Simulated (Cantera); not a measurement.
What does this Cantera script print?

```python
import numpy as np
import cantera as ct

gas = ct.Solution("gri30.yaml")
gas.TPX = 648, 65000, {'CH4': 1, 'O2': 1.82, 'N2': 6.84, 'H2O': 0.65}
flame = ct.FreeFlame(gas, width=0.054)
flame.set_refine_criteria(ratio=3, slope=0.08, curve=0.16)
flame.transport_model = "mixture-averaged"
flame.solve(loglevel=0, auto=True)
z, T = flame.grid, flame.T
thick = (T[-1] - T[0]) / np.gradient(T, z).max()
show = ['CH4', 'O2', 'H2O', 'O', 'H2', 'C2H2']
print(f"laminar burning velocity  {flame.velocity[0] * 100:.3f} cm/s")
print(f"burnt temperature         {T[-1]:.1f} K")
print(f"thermal thickness         {thick * 1e3:.4f} mm")
print(f"grid points               {len(z)}")
z0 = z[flame.heat_release_rate.argmax()]
print(f"{'z/mm':>9s}{'T/K':>9s}{'u/(m/s)':>9s}" + "".join(f"{s:>11s}" for s in show))
rows = []
for k in (-3, -2, -1.5, -1, -0.5, -0.25, 0, 0.25, 0.5, 1, 2, 4, 8):
    zz = z0 + k * thick
    rows.append([k * thick, np.interp(zz, z, T), np.interp(zz, z, flame.velocity),
                 *(np.interp(zz, z, flame.X[gas.species_index(s)]) for s in show)])
    print(f"{rows[-1][0] * 1e3:9.3f}{rows[-1][1]:9.1f}{rows[-1][2]:9.3f}" + "".join(f"{x:11.3e}" for x in rows[-1][3:]))
```

Output:

```
laminar burning velocity  141.388 cm/s
burnt temperature         2307.1 K
thermal thickness         0.5229 mm
grid points               152
     z/mm      T/K  u/(m/s)        CH4         O2        H2O          O         H2       C2H2
   -1.569    648.1    1.416  9.685e-02  1.763e-01  6.299e-02  3.131e-12  1.223e-03  2.685e-09
   -1.046    649.7    1.423  9.647e-02  1.758e-01  6.312e-02  3.913e-10  3.692e-03  4.721e-08
   -0.784    656.2    1.441  9.566e-02  1.749e-01  6.393e-02  7.101e-09  6.770e-03  2.982e-07
   -0.523    705.0    1.559  9.163e-02  1.707e-01  6.984e-02  2.734e-07  1.309e-02  3.434e-06
   -0.261   1053.4    2.370  6.664e-02  1.417e-01  1.070e-01  1.965e-05  2.449e-02  5.310e-05
   -0.131   1437.7    3.274  3.675e-02  1.023e-01  1.475e-01  1.500e-04  3.064e-02  1.690e-04
    0.000   1795.6    4.128  9.092e-03  5.569e-02  1.878e-01  8.135e-04  3.222e-02  3.056e-04
    0.131   1947.5    4.481  7.834e-04  2.794e-02  2.071e-01  2.292e-03  2.766e-02  7.971e-05
    0.261   1986.2    4.555  3.574e-05  1.789e-02  2.115e-01  3.200e-03  2.466e-02  4.605e-06
    0.523   2022.0    4.613  7.509e-08  1.302e-02  2.118e-01  3.269e-03  2.412e-02  8.997e-09
    1.046   2067.3    4.696  1.144e-11  1.085e-02  2.135e-01  2.774e-03  2.373e-02  1.479e-12
    2.091   2124.4    4.808  9.919e-16  8.850e-03  2.180e-01  2.078e-03  2.209e-02  7.806e-18
    4.183   2186.6    4.928  6.920e-16  6.596e-03  2.235e-01  1.367e-03  1.988e-02  4.315e-20
```

Model: GRI-Mech 3.0 (53 species, 325 reactions), integrated in Cantera. Burning velocities carry a grid error of a few per cent, more on coarse grids.
